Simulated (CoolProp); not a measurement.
Aqueous ethanol as a coolant, at -3 °C, 1 atm.

The numbers come from the Melinder's fits for secondary coolants in CoolProp.

```tsv
mass %	freezing point (°C)	viscosity (mPa s)	density (kg/m³)	conductivity (W/(m K))	cp (kJ/(kg K))
13.7	-6.5	4.72	981.6	0.478	4.428
18.2	-9.7	5.79	977.9	0.454	4.398
22.8	-13.5	6.80	974.0	0.431	4.326
27.3	-17.6	7.60	969.5	0.408	4.224
31.9	-22.0	8.13	964.0	0.387	4.100
36.4	-26.2	8.35	957.4	0.366	3.971
41	-30.4	8.29	949.7	0.347	3.840
45.5	-34.2	8.03	941.1	0.329	3.717
50.1	-37.7	7.59	931.5	0.311	3.596
```
